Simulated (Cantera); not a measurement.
A Cantera script and its output.

```python
import numpy as np
import cantera as ct

gas = ct.Solution("gri30.yaml")


def delay(T, t_max=10):
    gas.TPX = T, 3100000, {'CO': 1, 'H2': 0.033, 'CH4': 0.12, 'O2': 0.54, 'N2': 2.59, 'CO2': 0.69}
    reactor = ct.IdealGasConstPressureReactor(gas, clone=False)
    net = ct.ReactorNet([reactor])
    net.rtol, net.atol = 1e-8, 1e-16
    while net.time < t_max:
        t_old, T_old = net.time, reactor.T
        net.step()
        if reactor.T > T + 400:  # ignition: a rise of 400 K
            return t_old + (T + 400 - T_old) / (reactor.T - T_old) * (net.time - t_old)
    return np.nan


taus = []
for T in [1075, 1175, 1275, 1375, 1475, 1575]:
    taus.append(delay(T))
    print(f"T0 = {T:6g} K   tau = {taus[-1]:.4e} s")
```

Result:

```
T0 =   1075 K   tau = 3.5920e-03 s
T0 =   1175 K   tau = 7.8112e-04 s
T0 =   1275 K   tau = 2.3380e-04 s
T0 =   1375 K   tau = 9.0121e-05 s
T0 =   1475 K   tau = 4.0497e-05 s
T0 =   1575 K   tau = 2.0099e-05 s
```

Detailed kinetics in Cantera: GRI-Mech 3.0 (53 species, 325 reactions). The pressure lies above the range GRI-Mech 3.0 was tuned for (to about 10 atm).
